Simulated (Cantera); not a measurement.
An isothermal, constant-pressure homogeneous reactor starts with CH3OH : O2 : N2 = 0.027 : 0.0033 : 5.6 (molar parts), equivalence ratio 12, at 948 K and 1.58 atm.

Model: GRI-Mech 3.0 (53 species, 325 reactions), integrated in Cantera. GRI-Mech 3.0 was tuned for natural gas; its chemistry of methanol as a main component is partial and can be far from experiment. Below about 1000 K GRI-Mech 3.0 lacks low-temperature oxidation paths.

One state of this run: x CH3OH = 1.28e-5; x O2 = 3.62e-10; x CH2 = <1e-12; x C2H2 = 1.21e-8; x HCN = 3.49e-10; x HCO = 3.27e-12; x HO2 = <1e-12. x: mole fraction; the columns are a selection and need not sum to one.

Question: Which value of t (s) does it belong to?
A. 0.0100
B. 0.000448
C. 40.0
D. 5.03

Answer: C, 40.0
